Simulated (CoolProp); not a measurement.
Saturated liquid density (kg/m³) of propane: the reference equation beside estimates from Tc = 369.9 K, pc = 4.251 MPa, ω = 0.152. Rackett uses Z = 0.29056 − 0.08775 ω.

Computed with CoolProp (reference Helmholtz-energy equation of state, Lemmon 2009).

```json
[
 {"T (K)": "182.9", "reference": "633.6", "Rackett": "632.0", "van der Waals": "400.8", "Redlich-Kwong": "595.4", "Soave-Redlich-Kwong": "599.2", "Peng-Robinson": "674.3"},
 {"T (K)": "187.9", "reference": "628.3", "Rackett": "626.8", "van der Waals": "397.8", "Redlich-Kwong": "590.4", "Soave-Redlich-Kwong": "594.7", "Peng-Robinson": "669.5"},
 {"T (K)": "192.8", "reference": "623.1", "Rackett": "621.8", "van der Waals": "394.8", "Redlich-Kwong": "585.4", "Soave-Redlich-Kwong": "590.2", "Peng-Robinson": "664.7"},
 {"T (K)": "197.8", "reference": "617.8", "Rackett": "616.5", "van der Waals": "391.7", "Redlich-Kwong": "580.2", "Soave-Redlich-Kwong": "585.4", "Peng-Robinson": "659.6"},
 {"T (K)": "202.8", "reference": "612.4", "Rackett": "[?]", "van der Waals": "388.5", "Redlich-Kwong": "574.8", "Soave-Redlich-Kwong": "580.5", "Peng-Robinson": "654.4"},
 {"T (K)": "207.7", "reference": "607.1", "Rackett": "605.9", "van der Waals": "[?]", "Redlich-Kwong": "569.5", "Soave-Redlich-Kwong": "575.6", "Peng-Robinson": "649.1"},
 {"T (K)": "212.7", "reference": "601.6", "Rackett": "[?]", "van der Waals": "382.0", "Redlich-Kwong": "563.8", "Soave-Redlich-Kwong": "570.5", "Peng-Robinson": "643.6"},
 {"T (K)": "217.7", "reference": "596.0", "Rackett": "595.0", "van der Waals": "378.6", "Redlich-Kwong": "558.1", "Soave-Redlich-Kwong": "565.2", "Peng-Robinson": "637.9"}
]
```

### Question
Complete the blanks.

### Answer

- 202.8, Rackett: 611.2
- 207.7, van der Waals: 385.3
- 212.7, Rackett: 600.5

Absolute difference from the reference over all 8 rows, mean and median: Rackett 0.2 and 0.2 %, van der Waals 36.6 and 36.6 %, Redlich-Kwong 6.1 and 6.1 %, Soave-Redlich-Kwong 5.3 and 5.2 %, Peng-Robinson 6.8 and 6.8 %.
